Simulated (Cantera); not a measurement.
# Gas-phase reforming

An isothermal, constant-pressure homogeneous reactor starts with 76.3 % CH₄, 23.7 % CO₂, at 2150 K and 1.80 bar.

Computed with Cantera and GRI-Mech 3.0 (53 species, 325 reactions). GRI-Mech 3.0 stops at C3 and has no aromatics, soot or wall deposition, so with more carbon than oxygen in the feed, carbon stays in small species such as C2H2 where larger ones or solid carbon would form.

```json
[
 {"t (s)": "1.00e-6", "x CH₄": "0.747", "x CO₂": "0.235", "x HO₂": "2.36e-12", "x CH₂CO": "5.85e-10", "x HCO": "5.79e-8", "x H₂": "0.00614"},
 {"t (s)": "3.63e-6", "x CH₄": "0.679", "x CO₂": "0.229", "x HO₂": "4.30e-12", "x CH₂CO": "9.41e-8", "x HCO": "2.85e-6", "x H₂": "0.0456"},
 {"t (s)": "1.32e-5", "x CH₄": "0.375", "x CO₂": "0.184", "x HO₂": "1.35e-11", "x CH₂CO": "9.51e-6", "x HCO": "5.67e-6", "x H₂": "0.287"},
 {"t (s)": "4.80e-5", "x CH₄": "0.146", "x CO₂": "0.117", "x HO₂": "2.64e-11", "x CH₂CO": "5.66e-5", "x HCO": "1.65e-6", "x H₂": "0.481"},
 {"t (s)": "0.000174", "x CH₄": "0.0445", "x CO₂": "0.0402", "x HO₂": "2.84e-11", "x CH₂CO": "0.000116", "x HCO": "5.18e-7", "x H₂": "0.519"},
 {"t (s)": "0.000634", "x CH₄": "0.0158", "x CO₂": "0.00581", "x HO₂": "1.48e-11", "x CH₂CO": "0.000108", "x HCO": "3.01e-7", "x H₂": "0.537"},
 {"t (s)": "0.00230", "x CH₄": "0.0101", "x CO₂": "0.00292", "x HO₂": "2.93e-12", "x CH₂CO": "4.34e-5", "x HCO": "2.67e-7", "x H₂": "0.584"},
 {"t (s)": "0.00837", "x CH₄": "0.00447", "x CO₂": "0.000421", "x HO₂": "<1e-12", "x CH₂CO": "5.81e-6", "x HCO": "2.73e-7", "x H₂": "0.621"},
 {"t (s)": "0.0304", "x CH₄": "0.00216", "x CO₂": "8.71e-7", "x HO₂": "<1e-12", "x CH₂CO": "5.84e-7", "x HCO": "2.77e-7", "x H₂": "0.627"},
 {"t (s)": "0.110", "x CH₄": "0.00214", "x CO₂": "1.27e-7", "x HO₂": "<1e-12", "x CH₂CO": "5.74e-7", "x HCO": "2.77e-7", "x H₂": "0.627"},
 {"t (s)": "0.401", "x CH₄": "0.00214", "x CO₂": "1.27e-7", "x HO₂": "<1e-12", "x CH₂CO": "5.74e-7", "x HCO": "2.77e-7", "x H₂": "0.627"},
 {"t (s)": "1.46", "x CH₄": "0.00214", "x CO₂": "1.27e-7", "x HO₂": "<1e-12", "x CH₂CO": "5.74e-7", "x HCO": "2.77e-7", "x H₂": "0.627"},
 {"t (s)": "5.30", "x CH₄": "0.00214", "x CO₂": "1.27e-7", "x HO₂": "<1e-12", "x CH₂CO": "5.74e-7", "x HCO": "2.77e-7", "x H₂": "0.627"},
 {"t (s)": "19.3", "x CH₄": "0.00214", "x CO₂": "1.27e-7", "x HO₂": "<1e-12", "x CH₂CO": "5.74e-7", "x HCO": "2.77e-7", "x H₂": "0.627"},
 {"t (s)": "70.0", "x CH₄": "0.00214", "x CO₂": "1.27e-7", "x HO₂": "<1e-12", "x CH₂CO": "5.74e-7", "x HCO": "2.77e-7", "x H₂": "0.627"}
]
```
x: mole fraction; the columns are a selection and need not sum to one.

Equilibrium at this temperature and pressure: CH₄ 0.00215, CO₂ 1.27e-7, HO₂ <1e-12, CH₂CO 5.74e-7, HCO 2.77e-7, H₂ 0.627 (gas phase only).
